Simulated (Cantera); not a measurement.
A closed system holds: 1 mol FeS, 0.42 mol SO₃, 2 mol H₂O, held at 1848 K and 1700 Pa.

Equilibrium computed with Cantera from the NASA thermochemical tables; the gas is ideal and each condensed phase is pure. Candidate condensed phases: Fe, FeO, Fe(OH)₂, Fe(OH)₃, FeS, FeSO₄, FeS₂, Fe₂O₃, Fe₂(SO₄)₃, Fe₃O₄, H₂O, H₂SO₄, S; 22 gas species. The tables' stoichiometric FeO is somewhat more stable than real wüstite, so its field is too wide. FeO: taken at fixed stoichiometry. Equilibrium is a limit: real reactors are often held back by kinetics, nucleation or transport.

Base state: H₂O 0.417, H₂ 0.238, SO₂ 0.152, S₂ 0.132, SO 0.0349, H₂S 0.0104, SH 0.00877, S 0.00302 (mole fractions); condensed: FeO(l).

Problem. What changes in the equilibrium state with this change: temperature from 1848 K to 1973 K?

Solution. 
```
species        before     after
-----------  --------  --------
H₂O             0.417     0.370
H₂              0.238     0.266
SO₂             0.152     0.157
SO             0.0349    0.0560
H₂S            0.0104   0.00737
SH            0.00877    0.0116
S₂              0.132     0.111
Fe           0.000875   0.00531
FeO           2.06e-5  0.000138
O             1.63e-6   1.04e-5
OH           0.000256  0.000705
H             0.00198   0.00534
S             0.00302   0.00680
FeO(l), mol     0.997     0.983
```

Problem. What changes in the equilibrium state with this change: SO₃ from 0.42 to 0.9 mol?

Solution. 
| species | before | after |
|---|---|---|
| H₂O | 0.417 | 0.404 |
| SO₂ | 0.152 | 0.296 |
| H₂ | 0.238 | 0.150 |
| S₂ | 0.132 | 0.0890 |
| H₂S | 0.0104 | 0.00538 |
| SO | 0.0349 | 0.0441 |
| Fe | 0.000875 | 0.000569 |
| SH | 0.00877 | 0.00572 |
| H | 0.00198 | 0.00157 |
| OH | 0.000256 | 0.000312 |
| S | 0.00302 | 0.00248 |
| S₂O | 0.00145 | 0.00150 |
| FeO(l), mol | 0.997 | 0.998 |
